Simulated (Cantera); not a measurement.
Mixture: CH₄ : CO : O₂ : N₂ = 1.6 : 1.1 : 2.55 : 9.59 (molar parts), at 37.0 bar, adiabatic and at constant pressure. Ignition delay is the time to a rise of 400 K.

Computed with Cantera and GRI-Mech 3.0 (53 species, 325 reactions). The pressure lies above the range GRI-Mech 3.0 was tuned for (to about 10 atm).

Question: Predict: delay at 1123 K; delay at 1223 K; delay at 1323 K; delay at 1423 K; delay at 1523 K; delay at 1623 K; apparent activation energy between 1423 and 1623 K.

Answer: 
```
Property                                                 Value
--------------------------------------------------  ----------
delay at 1123 K                                        9.65 ms
delay at 1223 K                                        2.16 ms
delay at 1323 K                                       0.596 ms
delay at 1423 K                                       0.192 ms
delay at 1523 K                                        69.9 µs
delay at 1623 K                                        27.9 µs
apparent activation energy between 1423 and 1623 K  190 kJ/mol
```
